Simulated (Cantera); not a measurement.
# Boron, boron nitride and boron oxide: borazine + O2 + N2

Charge: 1 mol borazine, 0.089 mol O2, a varied amount of N2, at 1027 °C and 0.140 bar.

Method: chemical equilibrium by Gibbs-energy minimisation in Cantera with the NASA 1993 tables (ideal gas, pure condensed phases). Candidate condensed phases: B, BN, B2O3, B3O3H3, H2O; 39 gas species. The feed counts by its element totals alone. Mutual solubility and eutectic melting of coexisting phases are not modelled. Gases not in the tables: H3BO3. Kinetics and transport are ignored.

```
n(N2) (mol)  log p N2  log p H2  log p H2O  log p HBO2  log p HBO  log p NH3  log p H  log p B2O3  n BN(s)  n B2O3(l)
-----------  --------  --------  ---------  ----------  ---------  ---------  -------  ----------  -------  ---------
0.44            -1.70     -0.92      -3.56       -4.29      -5.54      -6.14    -6.42       -6.73     2.89     0.0561
0.68            -1.56     -0.95      -3.54       -4.28      -5.58      -6.11    -6.43       -6.73     2.89     0.0558
1               -1.44     -0.99      -3.54       -4.28      -5.62      -6.11    -6.45       -6.73     2.89     0.0555
1.6             -1.30     -1.05      -3.55       -4.29      -5.67      -6.13    -6.48       -6.73     2.89     0.0550
2.4             -1.20     -1.12      -3.59       -4.30      -5.72      -6.18    -6.51       -6.73     2.89     0.0546
3.7             -1.11     -1.21      -3.65       -4.34      -5.78      -6.27    -6.56       -6.73     2.89     0.0542
5.6             -1.04     -1.32      -3.73       -4.38      -5.85      -6.40    -6.61       -6.73     2.89     0.0537
8.6             -0.98     -1.45      -3.84       -4.43      -5.92      -6.57    -6.68       -6.73     2.89     0.0532
13              -0.94     -1.58      -3.97       -4.50      -6.00      -6.75    -6.75       -6.73     2.89     0.0527
20              -0.91     -1.74      -4.12       -4.57      -6.08      -6.98    -6.83       -6.73     2.89     0.0521
31              -0.89     -1.91      -4.28       -4.65      -6.17      -7.22    -6.91       -6.73     2.89     0.0513
47              -0.88     -2.08      -4.44       -4.73      -6.26      -7.46    -7.00       -6.73     2.89     0.0505
72              -0.87     -2.25      -4.61       -4.82      -6.34      -7.72    -7.08       -6.73     2.89     0.0494
```
log p: log10 of the partial pressure in bar; n: condensed amount in mol.

From 0.44 mol N2 to 72 mol N2 the condensed part is BN(s) + B2O3(l).
